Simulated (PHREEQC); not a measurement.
A solution holds 56 mmol/kgw NaH2PO4, 65 mmol/kgw KOH and 0.63 mmol/kgw KCl, at 25 °C. Closed to the air; pH follows from the charge balance.

All values are PHREEQC results (ion-association model, phreeqc.dat), not measurements.

Precipitation was switched off in this run.

Order these P species by the share of P that they hold, largest first: KHPO4-, PO4-3, NaHPO4-, HPO4-2.

HPO4-2 (80 %), PO4-3 (14 %), KHPO4- (2.9 %), NaHPO4- (2.6 %)

The pH is 10.85 and the ionic strength 0.188 mol/kgw.
